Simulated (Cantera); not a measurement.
An isothermal, constant-pressure homogeneous reactor starts with 0.600 % CO, 1.50 % O2, 4.22 % H2O, 93.7 % N2, equivalence ratio 0.20, at 1275 K and 0.602 atm.

Model: GRI-Mech 3.0 (53 species, 325 reactions), integrated in Cantera.

One state of this run: x CO = 0.000198; x O2 = 0.0121; x H2O = 0.0421; x HO2 = 1.23e-6; x H = 1.47e-5; x O = 3.22e-5; x CO2 = 0.00581. x: mole fraction; the columns are a selection and need not sum to one.

Which value of t (s) does it belong to?
(A) 1.00e-5
(B) 0.0117
(C) 0.00200
(D) 80.0

B, 0.0117
